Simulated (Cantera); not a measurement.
Cantera run, input and output.

```python
import numpy as np
import cantera as ct

surf = ct.Interface("diamond.yaml", "diamond_100")
gas, bulk = surf.adjacent["gas"], surf.adjacent["diamond"]
k = surf.kinetics_species_index(bulk.species_names[0])
cover = ["c6HH", "c6H*", "c6*H", "c6**", "c6HM", "c6B"]

rows, drift = [], 0.0
print(f"{'T':>10s}{'um/h':>11s}" + "".join(f"{s:>11s}" for s in cover))
for v in [925, 1000, 1075, 1150, 1225, 1300, 1375]:
    T, P, xH, xCH3 = v, 2300, 0.024, 0.00032
    gas.TPX = T, P, {"H": xH, "CH3": xCH3, "CH4": 0.0034, "H2": 1 - xH - xCH3 - 0.0034}
    surf.TP = bulk.TP = T, P
    surf.coverages = "c6H*:0.1, c6HH:0.9"
    surf.advance_coverages(100.0)
    before = surf.coverages
    surf.advance_coverages(100.0)
    drift = max(drift, np.max(np.abs(surf.coverages - before) / (surf.coverages + 1e-9)))
    rate = surf.net_production_rates[k] * bulk.mean_molecular_weight / bulk.density * 3.6e9
    rows.append([rate, *surf[cover].coverages])
    print(f"{v:10.4g}{rate:11.4e}" + "".join(f"{x:11.3e}" for x in rows[-1][1:]))
```

It prints:

```
         T       um/h       c6HH       c6H*       c6*H       c6**       c6HM        c6B
       925 2.6372e+00  6.591e-01  1.218e-02  3.106e-01  5.405e-03  9.926e-03  7.156e-09
      1000 3.8121e+00  5.909e-01  1.826e-02  3.714e-01  9.699e-03  7.101e-03  1.034e-08
      1075 4.8491e+00  5.277e-01  2.532e-02  4.239e-01  1.587e-02  4.893e-03  1.316e-08
      1150 4.8303e+00  4.710e-01  3.309e-02  4.673e-01  2.410e-02  2.796e-03  1.311e-08
      1225 3.4304e+00  4.209e-01  4.122e-02  5.014e-01  3.442e-02  1.108e-03  9.309e-09
      1300 2.2899e+00  3.768e-01  4.938e-02  5.263e-01  4.667e-02  3.276e-04  6.214e-09
      1375 2.0035e+00  3.385e-01  5.732e-02  5.431e-01  6.061e-02  8.839e-05  5.437e-09
```

Cantera simulation using the Harris–Goodwin 1993 mechanism for the reconstructed diamond (100) surface; the numbers are that mechanism's predictions, not measurements.
